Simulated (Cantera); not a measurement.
An adiabatic, constant-volume homogeneous reactor starts with CH4 : CO : O2 : N2 = 1 : 0.18 : 5.81 : 21.8 (molar parts), equivalence ratio 0.36, at 1725 K and 18.8 atm.

Cantera simulation using GRI-Mech 3.0 (53 species, 325 reactions); the numbers are that mechanism's predictions, not measurements. The pressure lies above the range GRI-Mech 3.0 was tuned for (to about 10 atm).

Predict: time of steepest temperature rise; temperature at 0.200 s; equilibrium temperature; x(CO) at 0.200 s; x(O2) at 0.200 s; x(NO) at 0.200 s; x(O) at 0.200 s.


```
Item                                                                 Value
---------------------------------  ---------------------------------------
time of steepest temperature rise                                  13.7 µs
temperature at 0.200 s                                              2594 K
equilibrium temperature                                             2594 K
x(CO) at 0.200 s                   0.00129 (gas-phase equilibrium 0.00129)
x(O2) at 0.200 s                       0.118 (gas-phase equilibrium 0.118)
x(NO) at 0.200 s                     0.0197 (gas-phase equilibrium 0.0197)
x(O) at 0.200 s                    0.00146 (gas-phase equilibrium 0.00146)
```
